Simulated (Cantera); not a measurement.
**Equilibrium for abatement and gas-phase synthesis: SF6 + O2 + N2 + H2**

Feed: 1 mol SF6, 0.12 mol O2, 5.8 mol N2, 4.2 mol H2, at 6.40 bar.

Cantera equilibrium calculation (NASA polynomials, part measured and part estimated; ideal gas, pure solids and liquids). Candidate condensed phases: H2O, H2SO4, S; 62 gas species. Gases not in the tables: S3 to S7. Kinetics and transport are ignored.

From 750 °C to 2250 °C nothing is condensed.

| T (°C) | log p HF | log p N2 | log p H2S | log p H2 | log p S2 | log p H2O | log p SH | log p S |
|---|---|---|---|---|---|---|---|---|
| 750 | 0.47 | 0.45 | -0.35 | -1.56 | -1.63 | -0.93 | -4.60 | -8.72 |
| 900 | 0.47 | 0.45 | -0.40 | -1.16 | -1.35 | -0.93 | -3.77 | -7.17 |
| 1050 | 0.47 | 0.45 | -0.47 | -0.89 | -1.13 | -0.93 | -3.15 | -5.97 |
| 1200 | 0.46 | 0.45 | -0.57 | -0.71 | -0.97 | -0.94 | -2.68 | -5.01 |
| 1350 | 0.46 | 0.45 | -0.70 | -0.59 | -0.86 | -0.94 | -2.32 | -4.25 |
| 1500 | 0.46 | 0.44 | -0.83 | -0.51 | -0.79 | -0.95 | -2.04 | -3.62 |
| 1650 | 0.46 | 0.44 | -0.97 | -0.46 | -0.75 | -0.96 | -1.83 | -3.10 |
| 1800 | 0.46 | 0.44 | -1.11 | -0.43 | -0.74 | -0.97 | -1.66 | -2.66 |
| 1950 | 0.46 | 0.44 | -1.24 | -0.40 | -0.73 | -0.99 | -1.52 | -2.29 |
| 2100 | 0.45 | 0.44 | -1.36 | -0.39 | -0.74 | -1.02 | -1.41 | -1.97 |
| 2250 | 0.45 | 0.44 | -1.48 | -0.38 | -0.76 | -1.06 | -1.32 | -1.70 |
log p: log10 of the partial pressure in bar; nothing condenses.
